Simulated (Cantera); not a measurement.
A closed system holds: 1 mol borazine, 17 mol NH3, 0.68 mol N2, at 133 Pa.

These are equilibrium values from Cantera (NASA tables, ideal gas, pure condensed phases), not measurements of a reactor. Candidate condensed phases: B, BN; 15 gas species. The feed counts by its element totals alone. Rates play no part.

Question: Which condensed phases are stable at each of these points (T (K)): 825, 975, 1125, 1275, 1425, 1575, 1725, 1875, 2025, 2175?

Answer: 
| T (K) | condensed phases | B condensed (%) |
|---|---|---|
| 825 | BN(s) | 100.0 |
| 975 | BN(s) | 100.0 |
| 1125 | BN(s) | 100.0 |
| 1275 | BN(s) | 100.0 |
| 1425 | BN(s) | 100.0 |
| 1575 | BN(s) | 100.0 |
| 1725 | BN(s) | 100.0 |
| 1875 | BN(s) | 100.0 |
| 2025 | BN(s) | 99.5 |
| 2175 | B(s) | 96.9 |

From 825 K to 2025 K the condensed part is BN(s). At 2175 K the condensed part is B(s).
